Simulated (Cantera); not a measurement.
Input: 1 mol Al, a varied amount of Cl2, 0.57 mol H2, at 10.0 Torr.

Cantera equilibrium calculation (NASA polynomials, part measured and part estimated; ideal gas, pure solids and liquids). Candidate condensed phases: Al, AlCl3; 12 gas species. The tables' values for AlCl2 are old estimates. Equilibrium is a limit: real reactors are often held back by kinetics, nucleation or transport.

Task: What condenses at these points (T in K, n(Cl2) in mol): (950, 0.5); (1250, 0.65); (1100, 2.5); (950, 2.5); (1025, 0.65)?

Result: 
| T (K) | n(Cl2) in mol | condensed phases | Al condensed (%) |
|---|---|---|---|
| 950 | 0.5 | Al | 64.6 |
| 1250 | 0.65 | gas only | 0.0 |
| 1100 | 2.5 | gas only | 0.0 |
| 950 | 2.5 | gas only | 0.0 |
| 1025 | 0.65 | Al | 48.9 |
